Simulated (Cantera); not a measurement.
## NaCl + H2 + N2 (halide evaporation, hydrolysis and transport)

Input: 1 mol NaCl, 26 mol H2, 0.39 mol N2, at 0.0100 bar.

These are equilibrium values from Cantera (NASA tables, ideal gas, pure condensed phases), not measurements of a reactor. Candidate condensed phases: NH4Cl, Na, NaCl; 17 gas species. The numbers say what is thermodynamically allowed, not how fast it happens.

```json
[
 {"T (K)": "823", "log p H2": "-2.01", "log p NaCl": "-6.67", "log p N2": "-3.83", "log p Na2Cl2": "-7.29", "log p HCl": "-8.89", "log p Na": "-8.89", "n NaCl(s)": "0.999"},
 {"T (K)": "873", "log p H2": "-2.01", "log p NaCl": "-5.87", "log p N2": "-3.83", "log p Na2Cl2": "-6.42", "log p HCl": "-8.14", "log p Na": "-8.14", "n NaCl(s)": "0.994"},
 {"T (K)": "923", "log p H2": "-2.01", "log p NaCl": "-5.16", "log p N2": "-3.83", "log p Na2Cl2": "-5.65", "log p HCl": "-7.46", "log p Na": "-7.46", "n NaCl(s)": "0.970"},
 {"T (K)": "973", "log p H2": "-2.01", "log p NaCl": "-4.53", "log p N2": "-3.83", "log p Na2Cl2": "-4.96", "log p HCl": "-6.86", "log p Na": "-6.86", "n NaCl(s)": "0.863"},
 {"T (K)": "1023", "log p H2": "-2.01", "log p NaCl": "-3.96", "log p N2": "-3.84", "log p Na2Cl2": "-4.35", "log p HCl": "-6.33", "log p Na": "-6.33", "n NaCl(s)": "0.462"},
 {"T (K)": "1073", "log p H2": "-2.02", "log p NaCl": "-3.64", "log p N2": "-3.84", "log p Na2Cl2": "-4.17", "log p HCl": "-5.93", "log p Na": "-5.93", "n NaCl(s)": "0"},
 {"T (K)": "1123", "log p H2": "-2.02", "log p NaCl": "-3.54", "log p N2": "-3.84", "log p Na2Cl2": "-4.41", "log p HCl": "-5.67", "log p Na": "-5.68", "n NaCl(s)": "0"},
 {"T (K)": "1173", "log p H2": "-2.02", "log p NaCl": "-3.49", "log p N2": "-3.85", "log p Na2Cl2": "-4.70", "log p HCl": "-5.46", "log p Na": "-5.46", "n NaCl(s)": "0"}
]
```
log p: log10 of the partial pressure in bar; n: condensed amount in mol.

From 823 K to 1023 K the condensed part is NaCl(s). From 1073 K to 1173 K nothing is condensed. The main Na-bearing gas is NaCl throughout.
